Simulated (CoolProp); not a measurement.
Values from CoolProp's reference Helmholtz-energy equation of state, Lemmon 2022.

**Question.** Give the vapour pressure (MPa), vapour density (kg/m³), liquid cp (kJ/(kg K)), surface tension (mN/m) of saturated R1234yf at 183, 234.4, 256.5 K.

**Answer.** 
| T (K) | p (MPa) | vapour density (kg/m³) | liquid cp (kJ/(kg K)) | surface tension (mN/m) |
|---|---|---|---|---|
| 183 | 0.00238 | 0.179 | 1.11 | 24.0 |
| 234.4 | 0.0661 | 4.00 | 1.20 | 15.3 |
| 256.5 | 0.172 | 9.87 | 1.25 | 11.9 |

Surface tension comes from a separate correlation (Mulero 2012).
